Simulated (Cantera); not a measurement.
## Ignition delay

Mixture: CH4 : O2 : N2 = 1 : 3.57 : 13.6 (molar parts), at 750 Torr, adiabatic and at constant pressure. Ignition delay is the time to a rise of 400 K.

Computed with Cantera and GRI-Mech 3.0 (53 species, 325 reactions).

```csv
T0 (K),delay (ms)
1000,836
1050,352
1100,155
1150,71.4
1200,34.2
1250,17.0
1300,8.83
1350,4.77
1400,2.68
1450,1.58
```

The apparent activation energy between 1350 and 1450 K is 180 kJ/mol.
